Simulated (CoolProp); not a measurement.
c-C4F8 (RC318) at 310.93 K and 0.171 MPa is throttled through a valve to 0.0769 MPa with no heat exchange. Each further row changes one setting.

Computed with CoolProp (reference Helmholtz-energy equation of state, Platzer 1990). This equation is an older, rougher fit.

```
case                        temperature change (K)  final density (kg/m³)
--------------------------  ----------------------  ---------------------
as stated                                        ?                      ?
outlet pressure 0.0231 MPa                       ?                      ?
outlet pressure 0.1 MPa                          ?                      ?
```

Some entries are withheld; supply them.


- as stated, temperature change (K): -1.3
- as stated, final density (kg/m³): 6.10
- outlet pressure 0.0231 MPa, temperature change (K): -2.1
- outlet pressure 0.0231 MPa, final density (kg/m³): 1.81
- outlet pressure 0.1 MPa, temperature change (K): -1.0
- outlet pressure 0.1 MPa, final density (kg/m³): 7.97
